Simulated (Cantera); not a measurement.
An adiabatic, constant-volume homogeneous reactor starts with 10.9 % CH4, 0.633 % CO, 20.1 % O2, 68.4 % N2, at 1473 K and 480 Torr.

Model: GRI-Mech 3.0 (53 species, 325 reactions), integrated in Cantera.

x: mole fraction; the columns are a selection and need not sum to one.

| t (s) | T (K) | P (bar) | x CH4 | x CO | x O2 | x C2H | x CH2CO | x CH3 | x NO2 |
|---|---|---|---|---|---|---|---|---|---|
| 4.00e-6 | 1473 | 0.640 | 0.109 | 0.00633 | 0.201 | <1e-12 | <1e-12 | … | <1e-12 |
| 1.35e-5 | 1473 | 0.640 | 0.109 | 0.00633 | 0.201 | <1e-12 | <1e-12 | … | <1e-12 |
| 4.58e-5 | 1473 | 0.640 | 0.109 | 0.00633 | 0.201 | <1e-12 | 7.94e-12 | … | <1e-12 |
| 0.000155 | 1473 | 0.640 | 0.109 | 0.00633 | 0.201 | <1e-12 | 1.24e-10 | … | <1e-12 |
| 0.000524 | 1474 | 0.640 | 0.109 | 0.00633 | 0.201 | <1e-12 | 7.74e-9 | … | <1e-12 |
| 0.00177 | 1530 | 0.666 | 0.0984 | 0.00895 | 0.193 | 2.96e-11 | 2.81e-5 | … | 1.44e-12 |
| 0.00600 | 2905 | 1.36 | <1e-12 | 0.0649 | 0.0171 | <1e-12 | <1e-12 | <1e-12 | 2.24e-6 |
| 0.0203 | 2905 | 1.36 | <1e-12 | 0.0649 | 0.0171 | <1e-12 | <1e-12 | <1e-12 | 2.24e-6 |
| 0.0687 | 2905 | 1.36 | <1e-12 | 0.0649 | 0.0171 | <1e-12 | <1e-12 | <1e-12 | 2.24e-6 |
| 0.232 | 2905 | 1.36 | <1e-12 | 0.0649 | 0.0171 | <1e-12 | <1e-12 | <1e-12 | 2.24e-6 |
| 0.786 | 2905 | 1.36 | <1e-12 | 0.0649 | 0.0171 | <1e-12 | <1e-12 | <1e-12 | 2.24e-6 |
| 2.66 | 2905 | 1.36 | <1e-12 | 0.0649 | 0.0171 | <1e-12 | <1e-12 | <1e-12 | 2.24e-6 |
| 9.00 | 2905 | 1.36 | <1e-12 | 0.0649 | 0.0171 | <1e-12 | <1e-12 | <1e-12 | 2.24e-6 |

### Question
Complete the blanks.

### Answer

- 4.00e-6, x CH3: 2.95e-7
- 1.35e-5, x CH3: 1.09e-6
- 4.58e-5, x CH3: 4.28e-6
- 0.000155, x CH3: 2.12e-5
- 0.000524, x CH3: 0.000126
- 0.00177, x CH3: 0.000864
